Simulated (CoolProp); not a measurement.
Vapour-liquid equilibrium of R22 (1) + R142b (2) at 7.92 bar; x and y are mole fractions of (1).

Values from CoolProp's multi-fluid Helmholtz-energy mixture model, Kamei 1995 and Lemmon 2006; pair parameters Bell 2016.

```
x     bubble temperature (K)  y at the bubble point  dew temperature at overall composition x (K)  liquid density (mol/L)
----  ----------------------  ---------------------  --------------------------------------------  ----------------------
0.05                   326.0                  0.106                                         327.6                   10.41
0.15                   320.6                  0.287                                         324.7                     ___
0.25                   315.7                    ___                                         321.7                   11.14
0.35                     ___                  0.558                                         318.5                   11.52
0.45                   307.1                  0.662                                         315.1                   11.91
0.55                   303.2                  0.750                                         311.5                   12.30
0.65                   299.5                  0.825                                         307.6                   12.71
0.75                   296.0                  0.888                                         303.2                   13.12
0.85                   292.7                  0.940                                         298.2                   13.55
0.95                   289.7                  0.982                                         292.1                   13.98
```

### Question
Fill in the missing entries.

### Answer

- 0.15, liquid density (mol/L): 10.77
- 0.25, y at the bubble point: 0.434
- 0.35, bubble temperature (K): 311.2

No azeotrope shows between x = 0.05 and 0.95.

Pair parameters are fitted to limited data, so mixtures are less certain than the pure fluids.
